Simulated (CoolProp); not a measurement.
Propylene along the isotherm 402.1 K: density (kg/m³) from the reference equation and from simpler models built on Tc = 364.2 K, pc = 45.55 bar, ω = 0.146; each cubic takes its own stable root.

Values from CoolProp's reference Helmholtz-energy equation of state, Lemmon 2013.

```tsv
p (bar)	phase	reference
0.216	gas	0.2722
0.444	gas	0.5602
0.911	gas	1.152
1.87	gas	2.378
3.84	gas	4.939
7.89	gas	10.39
16.2	gas	22.50
33.3	gas	52.74
68.3	supercritical	172.2
```

Problem. How far does each simpler model (ideal gas, Redlich-Kwong, Soave-Redlich-Kwong) lie from the reference over these 9 states: mean and median of the absolute difference, and the worst?

Solution. 
- ideal gas: mean 9.8 %, median 2.1 %, worst -50.1 % at 402.1 K and 68.3 bar
- Redlich-Kwong: mean 0.2 %, median 0.1 %, worst +0.9 % at 402.1 K and 68.3 bar
- Soave-Redlich-Kwong: mean 0.7 %, median 0.0 %, worst -6.0 % at 402.1 K and 68.3 bar
